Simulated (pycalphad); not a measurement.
**Effect of Si content in Al-Si**

Source of the numbers: pycalphad with the COST 507 light-alloy database (1999); pressure 1 atm. These are 1990s assessments: newer ones move some temperatures and phases. Phase fractions are per mole of atoms.

One of these alloys has its liquidus at 895 K, its solidus at 850 K, and holds fcc 0.94, diamond (Si) 0.06 at 650 K. Which?
A. Al-24.53Si (wt.%)
B. Al-6.178Si (wt.%)
C. Al-18.45Si (wt.%)
D. Al-9.251Si (wt.%)

B, Al-6.178Si (wt.%). The others: Al-9.251Si (wt.%), liquidus 874, solidus 850; Al-18.45Si (wt.%), liquidus 940, solidus 850; Al-24.53Si (wt.%), liquidus 1024, solidus 850
